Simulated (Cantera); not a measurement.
A freely propagating, adiabatic, planar premixed flame of CH₄ : C₂H₆ : C₃H₈ : O₂ : N₂ = 1 : 0.38 : 0.42 : 5.6 : 21 (molar parts), equivalence ratio 0.97, unburnt at 625 K and 5.00 bar; mixture-averaged transport, grid criteria slope 0.08 and curve 0.16, no radiation.

Detailed kinetics in Cantera: GRI-Mech 3.0 (53 species, 325 reactions). GRI-Mech 3.0 was tuned for natural gas; its chemistry of propane as a main component is partial and can be far from experiment. Burning velocities carry a grid error of a few per cent, more on coarse grids.

Question: What does this change do: C2H6 0.38 to 0.29 parts?

Answer: 
| quantity | before | after |
|---|---|---|
| laminar burning velocity | 100 cm/s | 95.2 cm/s |
| thermal thickness | 0.0796 mm | 0.0823 mm |
| peak x(C₂H₂) | 0.000813 | 0.000620 |
| peak x(H₂) | 0.0163 | 0.0136 |

Question: What does this change do: inlet temperature 625 to 400 K?

Answer: 
| quantity | before | after |
|---|---|---|
| laminar burning velocity | 100 cm/s | 41.7 cm/s |
| thermal thickness | 0.0796 mm | 0.103 mm |
| peak x(C₂H₂) | 0.000813 | 0.000628 |
| peak x(H₂) | 0.0163 | 0.0132 |
